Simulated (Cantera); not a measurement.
**Adiabatic ignition**

An adiabatic, constant-volume homogeneous reactor starts with 11.4 % C2H4, 17.1 % O2, 64.2 % N2, 7.06 % H2O, 0.216 % H2, equivalence ratio 2.0, at 1623 K and 2.76 atm.

Cantera simulation using GRI-Mech 3.0 (53 species, 325 reactions); the numbers are that mechanism's predictions, not measurements. GRI-Mech 3.0 was tuned for natural gas; its chemistry of ethylene as a main component is partial and can be far from experiment. Above 3000 K some thermodynamic fits are extrapolated.

```csv
t (s),T (K),P (bar),x C2H4,x O2,x H2O,x H2O2,x H2
1.00e-6,1623,2.80,0.114,0.171,0.0706,3.54e-9,0.00218
2.68e-6,1623,2.80,0.114,0.171,0.0706,3.13e-7,0.00226
7.20e-6,3064,6.21,1.65e-5,0.00363,0.135,5.14e-7,0.0997
1.93e-5,3063,6.30,<1e-12,0.000430,0.120,1.17e-7,0.116
5.18e-5,3046,6.27,<1e-12,0.000468,0.119,1.20e-7,0.116
0.000139,3044,6.27,<1e-12,0.000457,0.119,1.18e-7,0.116
0.000373,3043,6.27,<1e-12,0.000452,0.119,1.17e-7,0.116
0.00100,3043,6.27,<1e-12,0.000452,0.119,1.17e-7,0.116
0.00268,3043,6.27,<1e-12,0.000452,0.119,1.17e-7,0.116
0.00720,3043,6.27,<1e-12,0.000452,0.119,1.17e-7,0.116
0.0193,3043,6.27,<1e-12,0.000452,0.119,1.17e-7,0.116
0.0518,3043,6.27,<1e-12,0.000452,0.119,1.17e-7,0.116
0.139,3043,6.27,<1e-12,0.000452,0.119,1.17e-7,0.116
0.373,3043,6.27,<1e-12,0.000452,0.119,1.17e-7,0.116
1.00,3043,6.27,<1e-12,0.000452,0.119,1.17e-7,0.116
```
x: mole fraction; the columns are a selection and need not sum to one.

| Item | Result |
|---|---|
| time of steepest temperature rise | 6.49 µs |
| temperature at 1.00 s | 3043 K |
| equilibrium temperature | 3043 K |
| x(C2H4) at 1.00 s | <1e-12 (gas-phase equilibrium <1e-12) |
| x(O2) at 1.00 s | 0.000452 (gas-phase equilibrium 0.000452) |
| x(H2O) at 1.00 s | 0.119 (gas-phase equilibrium 0.119) |
